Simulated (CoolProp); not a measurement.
Aqueous calcium chloride as a coolant, 24 % by mass, freezing at -26.4 °C, 1 atm.

Model: Melinder's fits for secondary coolants, in CoolProp.

```json
[
 {"T (°C)": "-3.5", "Prandtl number": "23.1", "density (kg/m³)": "1227", "conductivity (W/(m K))": "0.536", "cp (kJ/(kg K))": "2.891"},
 {"T (°C)": "-0.4", "Prandtl number": "21.0", "density (kg/m³)": "1226", "conductivity (W/(m K))": "0.540", "cp (kJ/(kg K))": "2.901"},
 {"T (°C)": "2.6", "Prandtl number": "19.2", "density (kg/m³)": "1225", "conductivity (W/(m K))": "0.544", "cp (kJ/(kg K))": "2.910"},
 {"T (°C)": "5.6", "Prandtl number": "17.7", "density (kg/m³)": "1225", "conductivity (W/(m K))": "0.549", "cp (kJ/(kg K))": "2.919"},
 {"T (°C)": "8.7", "Prandtl number": "16.2", "density (kg/m³)": "1223", "conductivity (W/(m K))": "0.553", "cp (kJ/(kg K))": "2.928"},
 {"T (°C)": "11.7", "Prandtl number": "15.0", "density (kg/m³)": "1222", "conductivity (W/(m K))": "0.557", "cp (kJ/(kg K))": "2.936"},
 {"T (°C)": "14.7", "Prandtl number": "13.9", "density (kg/m³)": "1221", "conductivity (W/(m K))": "0.562", "cp (kJ/(kg K))": "2.944"},
 {"T (°C)": "17.8", "Prandtl number": "12.9", "density (kg/m³)": "1220", "conductivity (W/(m K))": "0.566", "cp (kJ/(kg K))": "2.952"},
 {"T (°C)": "20.8", "Prandtl number": "12.1", "density (kg/m³)": "1219", "conductivity (W/(m K))": "0.570", "cp (kJ/(kg K))": "2.960"},
 {"T (°C)": "23.8", "Prandtl number": "11.3", "density (kg/m³)": "1217", "conductivity (W/(m K))": "0.575", "cp (kJ/(kg K))": "2.967"},
 {"T (°C)": "26.9", "Prandtl number": "10.5", "density (kg/m³)": "1216", "conductivity (W/(m K))": "0.579", "cp (kJ/(kg K))": "2.974"},
 {"T (°C)": "29.9", "Prandtl number": "9.87", "density (kg/m³)": "1214", "conductivity (W/(m K))": "0.583", "cp (kJ/(kg K))": "2.981"},
 {"T (°C)": "32.9", "Prandtl number": "9.27", "density (kg/m³)": "1212", "conductivity (W/(m K))": "0.588", "cp (kJ/(kg K))": "2.988"},
 {"T (°C)": "36", "Prandtl number": "8.70", "density (kg/m³)": "1210", "conductivity (W/(m K))": "0.592", "cp (kJ/(kg K))": "2.994"}
]
```
